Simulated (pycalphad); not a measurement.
Computed with pycalphad from the COST 507 light-alloy database (1999), at 1 atm. The data set is of 1999 and partly superseded. Amounts are mole fractions of atoms. Kinetics are ignored, which matters at the lower temperatures.

**Question.** Give the equilibrium state of Al-2.147Si-6.015Mn (wt.%) at 1000 K.

**Answer.** 
```
T = 1000.00 K, P = 101325 Pa, N = 1 mol of atoms
G = -45556 J/mol, H = 28599 J/mol, S = 74.16 J/(mol K)  (SER reference)
chemical potentials (J/mol): Al -43024, Si -56620, Mn -116549
phase             fraction      x(Al)      x(Si)      x(Mn)
LIQUID              0.9610     0.9583     0.0193     0.0224
ALMNSI_BETA         0.0390     0.6993     0.0699     0.2308
```

**Question.** Give the equilibrium state of Al-2.147Si-6.015Mn (wt.%) at 500 K.

**Answer.** fcc, fraction 0.824, with 0.01 Si, <0.01 Mn wt.%; ALMNSI_ALPHA, fraction 0.175, with 10.4 Si, 29.9 Mn wt.%; diamond (Si), fraction 0.000, with >99.99 Si, no Mn wt.%.

Database names, with the compositions (at.%) that they take in these runs: ALMNSI_BETA: Al 70 Mn 23 Si 7; ALMNSI_ALPHA: Al 71-74 Mn 17 Si 9-12. An entry "none" or "no" means that the model of the phase leaves that element out.
